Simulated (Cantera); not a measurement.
Source: NASA polynomial tables (part measured, part estimated), evaluated in Cantera. Values are per mole of reaction as written; species without (g) are pure solids or liquids, kept so even where they would boil at 1 bar. The tables' values for C2F4 are old estimates.

**Question.** Between 1298 and 1498 K, where is each reaction favourable under standard conditions?
- Cu + F2(g) = CuF2(g)
- 0.5 Si + F2(g) = 0.5 SiF4(g)
- C + F2(g) = 0.5 C2F4(g)

**Answer.** 
- Cu + F2(g) = CuF2(g): ΔG° is -301 kJ at 1298 K and -303 kJ at 1498 K; it stays negative (K > 1). ΔH° is -291 kJ and ΔS° 8 J/K at 1498 K.
- 0.5 Si + F2(g) = 0.5 SiF4(g): ΔG° is -714 kJ at 1298 K and -700 kJ at 1498 K; it stays negative (K > 1). ΔH° is -808 kJ and ΔS° -72 J/K at 1498 K.
- C + F2(g) = 0.5 C2F4(g): ΔG° is -254 kJ at 1298 K and -243 kJ at 1498 K; it stays negative (K > 1). ΔH° is -328 kJ and ΔS° -56 J/K at 1498 K.
